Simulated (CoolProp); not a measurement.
CH3F (R41) at several states: fugacity coefficient from the reference equation and from simpler models built on Tc = 317.3 K, pc = 5906 kPa, ω = 0.200; each cubic takes its own stable root.

Computed with CoolProp (reference Helmholtz-energy equation of state, Lemmon 2006). It is a short technical equation, of lower accuracy than the large ones.

```json
[
 {"T (K)": "252", "p (kPa)": "6430", "phase": "liquid", "reference": "0.1612", "Redlich-Kwong": "0.2104", "Peng-Robinson": "0.1694"},
 {"T (K)": "213.8", "p (kPa)": "1460", "phase": "liquid", "reference": "0.1704", "Redlich-Kwong": "0.2459", "Peng-Robinson": "0.1734"},
 {"T (K)": "345.4", "p (kPa)": "17400", "phase": "supercritical", "reference": "0.3930", "Redlich-Kwong": "0.4298", "Peng-Robinson": "0.4194"},
 {"T (K)": "143.6", "p (kPa)": "126", "phase": "liquid", "reference": "0.01490", "Redlich-Kwong": "0.02383", "Peng-Robinson": "0.01382"}
]
```
